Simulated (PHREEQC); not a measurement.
0.77 g of hydrous ferric oxide (600 m²/g; 0.2 weak and 0.005 strong sites per Fe, Dzombak-Morel constants, diffuse double layer) in 1 kg of water with 0.005 mol/kgw of an inert sodium salt and 7.5e-06 mol/kgw ZnCl2, at 25 °C; the pH is set by adding NaOH or the inert anion's acid. Oxygen is held at 0.21 atm. No CO2 enters from the air. No solid was allowed to form.

Base run: PHREEQC, ion-association model, wateq4f.dat. Each further column changes one thing. The table gives surface charge σ (C/m²).

```json
[
 {"pH": "4", "base": "0.186", "background salt from 0.005 to 0.0005 mol/kgw": "0.109", "oxide from 0.77 to 3.9 g/kgw": "0.201", "0.00026 mol/kgw BaCl2 added": "0.193"},
 {"pH": "5", "base": "0.092", "background salt from 0.005 to 0.0005 mol/kgw": "0.042", "oxide from 0.77 to 3.9 g/kgw": "0.097", "0.00026 mol/kgw BaCl2 added": "0.096"},
 {"pH": "6.5", "base": "0.023", "background salt from 0.005 to 0.0005 mol/kgw": "0.008", "oxide from 0.77 to 3.9 g/kgw": "0.023", "0.00026 mol/kgw BaCl2 added": "0.024"},
 {"pH": "7.5", "base": "0.006", "background salt from 0.005 to 0.0005 mol/kgw": "0.002", "oxide from 0.77 to 3.9 g/kgw": "0.006", "0.00026 mol/kgw BaCl2 added": "0.007"},
 {"pH": "8.5", "base": "-0.004", "background salt from 0.005 to 0.0005 mol/kgw": "-0.001", "oxide from 0.77 to 3.9 g/kgw": "-0.004", "0.00026 mol/kgw BaCl2 added": "-0.003"},
 {"pH": "9.5", "base": "-0.018", "background salt from 0.005 to 0.0005 mol/kgw": "-0.006", "oxide from 0.77 to 3.9 g/kgw": "-0.018", "0.00026 mol/kgw BaCl2 added": "-0.013"},
 {"pH": "11", "base": "-0.081", "background salt from 0.005 to 0.0005 mol/kgw": "-0.050", "oxide from 0.77 to 3.9 g/kgw": "-0.085", "0.00026 mol/kgw BaCl2 added": "-0.061"},
 {"pH": "12", "base": "-0.215", "background salt from 0.005 to 0.0005 mol/kgw": "-0.199", "oxide from 0.77 to 3.9 g/kgw": "-0.222", "0.00026 mol/kgw BaCl2 added": "-0.162"}
]
```
